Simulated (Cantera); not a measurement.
Feed: 1 mol CH₃Cl, held at 100000 Pa.

These are equilibrium values from Cantera (NASA tables, ideal gas, pure condensed phases), not measurements of a reactor. Candidate condensed phases: C, C₆H₆, C₇H₈, C₈H₁₈; 103 gas species. Ions and electrons are included (thermal ionisation). Equilibrium is a limit: real reactors are often held back by kinetics, nucleation or transport.

Question: Which condensed phases are stable at each of these points (T (K)): 3000, 3250, 3500, 3750, 4000, 4250, 4500, 4750, 5000?

Answer: 
```csv
T (K),condensed phases,C condensed (%)
3000,C(graphite),87.2
3250,C(graphite),72.1
3500,C(graphite),24.9
3750,gas only,0.0
4000,gas only,0.0
4250,gas only,0.0
4500,gas only,0.0
4750,gas only,0.0
5000,gas only,0.0
```

From 3000 K to 3500 K the condensed part is C(graphite). From 3750 K to 5000 K nothing is condensed.
